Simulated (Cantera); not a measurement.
Charge: 1 mol B2H6, 20 mol H2O, 24 mol N2, at 2.90 mbar.

Method: chemical equilibrium by Gibbs-energy minimisation in Cantera with the NASA 1993 tables (ideal gas, pure condensed phases). Candidate condensed phases: B, BN, B2O3, B3O3H3, H2O; 39 gas species. The feed counts by its element totals alone. The numbers say what is thermodynamically allowed, not how fast it happens. All values below are at 1552 °C.

Base state: N2 0.499, H2O 0.333, H2 0.124, HBO2 0.0407, H 0.00288, OH 0.000541, B2O3 0.000384, BO2 8.03e-5 (mole fractions); condensed: gas only.

Q: What changes in the equilibrium state with this change: pressure from 2.90 mbar to 0.690 bar?

A: 
```tsv
species	before	after
N2	0.499	0.500
H2O	0.333	0.334
H2	0.124	0.125
H	0.00288	0.000187
HBO2	0.0407	0.0408
O2	1.15e-5	4.75e-8
NO	2.66e-5	1.71e-6
OH	0.000541	3.50e-5
BO2	8.03e-5	5.20e-6
```
